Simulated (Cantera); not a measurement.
A closed system holds: 1 mol MgCl₂, 0.19 mol H₂O, 400 mol N₂, held at 9.70 Pa.

These are equilibrium values from Cantera (NASA tables, ideal gas, pure condensed phases), not measurements of a reactor. Candidate condensed phases: H₂O, Mg, MgCl₂, MgO, Mg(OH)₂, NH₄Cl; 38 gas species. Equilibrium is a limit: real reactors are often held back by kinetics, nucleation or transport.

**Question.** Which condensed phases are stable at each of these points (T (K)): 1350, 1400, 1450, 1500, 1550, 1600, 1650, 1700, 1750, 1800, 1850, 1900, 1950?

**Answer.** 
| T (K) | condensed phases | Mg condensed (%) |
|---|---|---|
| 1350 | MgO(s) | 19.0 |
| 1400 | MgO(s) | 19.0 |
| 1450 | MgO(s) | 18.9 |
| 1500 | MgO(s) | 18.9 |
| 1550 | MgO(s) | 18.8 |
| 1600 | MgO(s) | 18.7 |
| 1650 | MgO(s) | 18.4 |
| 1700 | MgO(s) | 17.2 |
| 1750 | MgO(s) | 11.7 |
| 1800 | gas only | 0.0 |
| 1850 | gas only | 0.0 |
| 1900 | gas only | 0.0 |
| 1950 | gas only | 0.0 |

From 1350 K to 1750 K the condensed part is MgO(s). From 1800 K to 1950 K nothing is condensed.
